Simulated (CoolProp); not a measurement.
Vapour-liquid equilibrium of carbon dioxide (1) + hydrogen sulfide (2) at -34.05 °C; x and y are mole fractions of (1).

Computed with CoolProp (multi-fluid Helmholtz-energy mixture model, Span 1996 and Lemmon 2006; pair parameters Kunz 2012).

| x | bubble pressure (bar) | y at the bubble point | dew pressure at overall composition x (bar) | liquid density (mol/L) |
|---|---|---|---|---|
| 0.05 | 4.471 | 0.293 | 3.420 | 26.51 |
| 0.2 | 7.233 | 0.604 | 4.004 | 26.34 |
| 0.35 | 8.955 | 0.712 | 4.816 | 25.79 |
| 0.5 | 10.07 | 0.772 | 6.017 | 25.07 |
| 0.65 | 10.91 | 0.821 | 7.904 | 24.43 |
| 0.8 | 11.64 | 0.879 | 10.56 | 24.14 |
| 0.95 | 12.27 | 0.962 | 12.21 | 24.50 |

No azeotrope shows between x = 0.05 and 0.95.

The pair parameters rest on a limited set of measurements; away from them the model extrapolates.
